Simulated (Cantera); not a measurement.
# Transport properties of process gases

Gas mixture: 100 % NO, at 100000 Pa, frozen composition.

Cantera's kinetic-theory transport with the Lennard-Jones parameters of GRI-Mech 3.0, ideal gas; thermal conductivity in the mixture-averaged form.

| T (K) | ρ (kg/m³) | cp (J/kg/K) | μ (µPa s) | λ (mW/m/K) | Pr | D (cm²/s) C2H2 | D (cm²/s) NO | D (cm²/s) N2 |
|---|---|---|---|---|---|---|---|---|
| 400 | 0.902 | 998.6 | 23.1 | 32.4 | 0.712 | 0.280 | 67.6 | 0.343 |
| 500 | 0.722 | 1016 | 27.0 | 38.8 | 0.708 | 0.414 | 100 | 0.503 |
| 600 | 0.601 | 1041 | 30.6 | 45.1 | 0.706 | 0.569 | 138 | 0.686 |
| 700 | 0.516 | 1067 | 34.0 | 51.3 | 0.707 | 0.741 | 180 | 0.889 |
| 800 | 0.451 | 1092 | 37.1 | 57.3 | 0.708 | 0.930 | 226 | 1.11 |
| 900 | 0.401 | 1114 | 40.1 | 63.0 | 0.708 | 1.13 | 276 | 1.35 |
| 1000 | 0.361 | 1133 | 42.9 | 68.6 | 0.709 | 1.36 | 330 | 1.61 |
D: mixture-averaged diffusion coefficient of that species in the mixture.
